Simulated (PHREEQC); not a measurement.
0.1 mol of Hydroxyapatite (Ca5(PO4)3OH) is brought to equilibrium with 1 kg of water holding 0.001 mol NaCl, at 25 °C, the pH being set by adding NaOH or HCl. Oxygen is held at 0.21 atm. The system is closed to CO2. The run lets Hydroxyapatite, Portlandite precipitate or redissolve, and no other solid.

All values are PHREEQC results (ion-association model, wateq4f.dat), not measurements.

```
pH     dissolved Ca (mol/kgw)  dissolved P (mol/kgw)  Ca+2 (mol/kgw)  H2PO4- (mol/kgw)
-----  ----------------------  ---------------------  --------------  ----------------
5                      0.0196                 0.0118          0.0175           0.00949
5.38                  0.00732                0.00439         0.00683           0.00381
5.75                  0.00304                0.00183         0.00291           0.00161
6.12                  0.00135               0.000809         0.00130          0.000693
6.5                  0.000620               0.000372        0.000603          0.000287
6.88                 0.000304               0.000183        0.000297          0.000113
7.25                 0.000163                9.80e-5        0.000160           4.18e-5
7.62                  9.40e-5                5.64e-5         9.24e-5           1.39e-5
8                     5.65e-5                3.39e-5         5.57e-5           4.15e-6
8.38                  3.52e-5                2.11e-5         3.48e-5           1.17e-6
8.75                  2.27e-5                1.36e-5         2.24e-5           3.32e-7
9.12                  1.47e-5                8.85e-6         1.45e-5           9.33e-8
9.5                   9.56e-6                5.74e-6         9.37e-6           2.52e-8
9.88                  6.26e-6                3.75e-6         6.08e-6           6.75e-9
10.25                 4.19e-6                2.51e-6         4.01e-6           1.87e-9
10.62                 2.86e-6                1.72e-6         2.68e-6          5.15e-10
11                    2.00e-6                1.20e-6         1.81e-6          1.36e-10
```

H3PO4, which wateq4f.dat lacks, is added to it with the constant of phreeqc.dat.
